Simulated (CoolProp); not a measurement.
Vapour-liquid equilibrium of propane (1) + isobutane (2) at 48.05 °C; x and y are mole fractions of (1).

Model: multi-fluid Helmholtz-energy mixture model, Lemmon 2009 and Bücker 2006; pair parameters Kunz 2012, in CoolProp.

| x | bubble pressure (MPa) | y at the bubble point | dew pressure at overall composition x (MPa) | liquid density (mol/L) |
|---|---|---|---|---|
| 0.05 | 0.6966 | 0.099 | 0.6742 | 9.013 |
| 0.2 | 0.8286 | 0.339 | 0.7472 | 9.211 |
| 0.35 | 0.9637 | 0.520 | 0.8361 | 9.413 |
| 0.5 | 1.105 | 0.666 | 0.9465 | 9.618 |
| 0.65 | 1.254 | 0.786 | 1.087 | 9.822 |
| 0.8 | 1.413 | 0.888 | 1.273 | 10.02 |
| 0.95 | 1.583 | 0.974 | 1.532 | 10.21 |

No azeotrope shows between x = 0.05 and 0.95.

Pair parameters are fitted to limited data, so mixtures are less certain than the pure fluids.
